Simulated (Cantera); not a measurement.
What does this Cantera script print?

```python
import numpy as np
import cantera as ct

gas_names = """
    Cu CuF CuF2 CuO Cu2 F FO FO2 F2 F2O O O2 O3
""".split()
cond_names = """
    Cu(cr) Cu(L) CuF2(s) CuF2(L) CuO(s) Cu2O(s) Cu2O(L)
""".split()


# ... load() reads the species with a 1 bar reference pressure and builds the phases ...
atoms = {
    'CuO': {'Cu': 1, 'O': 1},
    'F2': {'F': 2},
}
top_T = {'CuO(s)': 1390}  # K; cautious upper limits of use, not melting points


# ... equilibrate(T, P, feed) seeds the gas with the atoms and calls Mixture.equilibrate('TP', solver="vcs", rtol=1e-11, max_steps=5000) ...
results = []
feed = {'CuO': 1, 'F2': 12}  # mol
T = 1773  # K
P = 1000  # Pa
mix = equilibrate(T, P, feed)
results.append((T, P, feed, dict(zip(mix.species_names, mix.species_moles))))
print(gas.report(threshold=1e-05))
for i in range(1, mix.n_phases):
    print(f"{mix.phase(i).name:16s} {mix.phase_moles(i):12.5e} mol")
```

Result:

```
       temperature   1773 K
          pressure   1000 Pa
           density   0.0015435 kg/m^3
  mean mol. weight   22.754 kg/kmol
   phase of matter   gas

                          1 kg             1 kmol
                     ---------------   ---------------
          enthalpy        4.2869e+06        9.7544e+07  J
   internal energy         3.639e+06        8.2803e+07  J
           entropy             10835        2.4654e+05  J/K
    Gibbs function       -1.4924e+07       -3.3958e+08  J
 heat capacity c_p            1004.7             22860  J/K
 heat capacity c_v            639.26             14546  J/K

                      mass frac. Y      mole frac. X     chem. pot. / RT
                     ---------------   ---------------   ---------------
               CuF         0.0056233         0.0015501           -43.276
              CuF2            0.1827          0.040941           -64.165
                 F           0.78154           0.93604           -20.889
                F2        0.00024896        0.00014908           -41.778
                 O        9.6058e-05        0.00013662           -18.401
                O2          0.029776          0.021174           -36.803
     [   +7 minor]        8.6247e-06         5.579e-06

Cu(L)             0.00000e+00 mol
CuF2(L)           0.00000e+00 mol
Cu2O(L)           0.00000e+00 mol
```

Method: chemical equilibrium by Gibbs-energy minimisation in Cantera with the NASA 1993 tables (ideal gas, pure condensed phases).
